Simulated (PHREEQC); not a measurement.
Synthetic water in mg/L, 55 °C, pH 3.78, pe 8.7:

```json
[
 {"constituent": "Na", "mg/L": "102"},
 {"constituent": "K", "mg/L": "16.5"},
 {"constituent": "Ca", "mg/L": "78.9"},
 {"constituent": "Mg", "mg/L": "63"},
 {"constituent": "Cl", "mg/L": "157"},
 {"constituent": "S(6) as SO4", "mg/L": "471"},
 {"constituent": "Zn", "mg/L": "0.0948"},
 {"constituent": "Pb", "mg/L": "8.58"},
 {"constituent": "Cu(2)", "mg/L": "0.109"}
]
```

Valence states are taken as typed.

Model: ion-association model, wateq4f.dat, run in PHREEQC.

This is a speciation only: nothing precipitates in the calculation.

Problem. Order these S species by the share of S that they hold, largest first: NaSO4-, MgSO4, HSO4-, SO4-2, CaSO4.

Solution. SO4-2 (69 %), MgSO4 (19 %), CaSO4 (9.1 %), HSO4- (1.5 %), NaSO4- (1.0 %)

Problem. Order these Pb species by the share of Pb that they hold, largest first: Pb(SO4)2-2, PbCl+, PbSO4, Pb+2.

Solution. Pb+2 (54 %), PbSO4 (34 %), PbCl+ (11 %), Pb(SO4)2-2 (0.62 %)

The pH is 3.78 and the ionic strength 0.0180 mol/kgw. Species that the database lacks are ignored. Away from 25 °C the constants follow the database's enthalpies or fits; those with neither stay at their 25 °C values.
